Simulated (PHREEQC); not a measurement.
A solution holds 0.11 mmol/kgw KHSO4, 0.35 mmol/kgw NaNO3 and 120 mmol/kgw Zn(NO3)2, at 25 °C. Closed to the air; pH follows from the charge balance.

Computed with PHREEQC (ion-association model, wateq4f.dat).

Problem. The ionic strength comes out as 0.360 mol/kgw. What activity coefficients do SO4-2, Zn+2, Na+, NO3-, H+ get?

Solution. SO4-2 0.23, Zn+2 0.27, Na+ 0.72, NO3- 0.64, H+ 0.78.

No solid was allowed to form.
